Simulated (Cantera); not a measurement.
Source: NASA polynomial tables (part measured, part estimated), evaluated in Cantera. Values are per mole of reaction as written; species without (g) are pure solids or liquids, kept so even where they would boil at 1 bar.

**Question.** Between 498 and 748 K, where is each reaction favourable under standard conditions?
- 2 HBr(g) + Ba → BaBr₂ + 2 H(g)

**Answer.** 
- 2 HBr(g) + Ba → BaBr₂ + 2 H(g): ΔG° is -210 kJ at 498 K and -195 kJ at 748 K; it stays negative (K > 1). ΔH° is -234 kJ and ΔS° -52 J/K at 748 K.
